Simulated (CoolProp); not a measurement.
Vapour-liquid equilibrium of acetone (1) + n-dodecane (2) at 0.0792 MPa; x and y are mole fractions of (1).

Model: multi-fluid Helmholtz-energy mixture model, Lemmon 2006 and Lemmon 2004; pair parameters Bell 2016, in CoolProp.

```csv
x,bubble temperature (K),y at the bubble point,dew temperature at overall composition x (K),liquid density (mol/L)
0.05,429.9,0.761,477.3,3.933
0.2,?,0.991,?,4.844
0.35,334.6,0.998,462.7,5.653
0.5,329.0,0.999,453.4,?
0.65,?,0.999,441.7,7.768
0.8,326.4,0.999,?,9.417
0.95,?,?,389.3,11.90
```

Question: What belongs in the gaps?

Answer: 
- 0.2, bubble temperature (K): 355.0
- 0.2, dew temperature at overall composition x (K): 470.5
- 0.5, liquid density (mol/L): 6.581
- 0.65, bubble temperature (K): 327.7
- 0.8, dew temperature at overall composition x (K): 424.7
- 0.95, bubble temperature (K): 323.6
- 0.95, y at the bubble point: 1.000

No azeotrope shows between x = 0.05 and 0.95.

Pair parameters are fitted to limited data, so mixtures are less certain than the pure fluids. The gap from Raoult's law changes sign with composition, which may be real or a fault of the pair parameters; it wasn't checked against measurements. With so large a gap from Raoult's law the liquid may split in two, which this calculation doesn't test in full.
